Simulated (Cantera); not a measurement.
What does this Cantera script print?

```python
import numpy as np
import cantera as ct

gas = ct.Solution("gri30.yaml")
gas.TPX = 2150, 100000, {'CH4': 1, 'CO2': 0.43}
reactor = ct.IdealGasConstPressureReactor(gas, energy="off", clone=False)
net = ct.ReactorNet([reactor])
net.rtol, net.atol = 1e-08, 1e-18
show = ['CH4', 'CO2', 'CO', 'CH3', 'CH2O']
times = np.geomspace(3e-05, 4, 9)

steps = ct.SolutionArray(gas, extra=["t"])
rows = []
print(f"{'t/s':>10s}{'T/K':>9s}{'P/Pa':>11s}" + "".join(f"{s:>11s}" for s in show))
for t in times:
    while net.time < t:
        t_next = net.step()
        steps.append(gas.state, t=t_next)
    rows.append([np.interp(t, steps.t, y) for y in (steps.T, steps.P, *steps(*show).X.T)])
    print(f"{t:10.3e}{rows[-1][0]:9.1f}{rows[-1][1]:11.4g}" + "".join(f"{x:11.3e}" for x in rows[-1][2:]))
rate = np.gradient(steps.T, steps.t)
print("integrator steps:", len(steps.t))
if steps.T.max() > steps.T[0] + 200:
    print(f"time of steepest temperature rise: {steps.t[rate.argmax()]:.4e} s")
gas.TPX = 2150, 100000, {'CH4': 1, 'CO2': 0.43}
gas.equilibrate("TP")
print(f"equilibrium (TP): T = {gas.T:.1f} K  " + "  ".join(f"{s} {gas[s].X[0]:.3e}" for s in show))
```

Output:

```
       t/s      T/K       P/Pa        CH4        CO2         CO        CH3       CH2O
 3.000e-05   2150.0      1e+05  2.610e-01  2.118e-01  2.242e-02  2.151e-02  1.626e-04
 1.311e-04   2150.0      1e+05  7.194e-02  1.068e-01  9.259e-02  6.660e-03  3.384e-05
 5.733e-04   2150.0      1e+05  1.602e-02  1.564e-02  1.916e-01  1.878e-03  7.481e-06
 2.506e-03   2150.0      1e+05  9.491e-03  6.009e-03  2.481e-01  1.069e-03  1.924e-06
 1.095e-02   2150.0      1e+05  3.860e-03  9.323e-04  2.934e-01  4.119e-04  1.618e-07
 4.789e-02   2150.0      1e+05  9.834e-04  1.386e-06  3.006e-01  1.040e-04  7.225e-08
 2.093e-01   2150.0      1e+05  9.609e-04  1.269e-07  3.006e-01  1.016e-04  7.222e-08
 9.150e-01   2150.0      1e+05  9.609e-04  1.269e-07  3.006e-01  1.016e-04  7.222e-08
 4.000e+00   2150.0      1e+05  9.609e-04  1.269e-07  3.006e-01  1.016e-04  7.222e-08
integrator steps: 1603
equilibrium (TP): T = 2150.0 K  CH4 9.613e-04  CO2 1.273e-07  CO 3.006e-01  CH3 1.017e-04  CH2O 7.222e-08
```

Computed with Cantera and GRI-Mech 3.0 (53 species, 325 reactions). GRI-Mech 3.0 stops at C3 and has no aromatics, soot or wall deposition, so with more carbon than oxygen in the feed, carbon stays in small species such as C2H2 where larger ones or solid carbon would form.
